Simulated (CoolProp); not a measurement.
R142b along the isobar 3370 kPa: fugacity coefficient from the reference equation and from simpler models built on Tc = 410.3 K, pc = 4055 kPa, ω = 0.232; each cubic takes its own stable root.

Model: reference Helmholtz-energy equation of state, Lemmon 2006, in CoolProp. It is a short technical equation, of lower accuracy than the large ones.

```tsv
T (K)	phase	reference
269.6	liquid	0.04047
283	liquid	0.06452
296.3	liquid	0.09716
309.7	liquid	0.1401
323	liquid	0.1935
336.4	liquid	0.2584
349.8	liquid	0.3344
363.1	liquid	0.4199
376.5	liquid	0.5147
389.8	liquid	0.6146
403.2	gas	0.7006
416.6	gas	0.7355
429.9	gas	0.7638
443.3	gas	0.7880
456.6	gas	0.8088
470	gas	0.8272
```

How far does each simpler model (van der Waals, Redlich-Kwong, Soave-Redlich-Kwong, Peng-Robinson) lie from the reference over these 16 states: mean and median of the absolute difference, and the worst?


- van der Waals: mean 78.2 %, median 31.8 %, worst +352.2 % at 269.6 K and 3370 kPa
- Redlich-Kwong: mean 18.5 %, median 11.5 %, worst +61.5 % at 269.6 K and 3370 kPa
- Soave-Redlich-Kwong: mean 1.9 %, median 2.1 %, worst +3.3 % at 349.8 K and 3370 kPa
- Peng-Robinson: mean 1.0 %, median 0.5 %, worst -2.3 % at 429.9 K and 3370 kPa
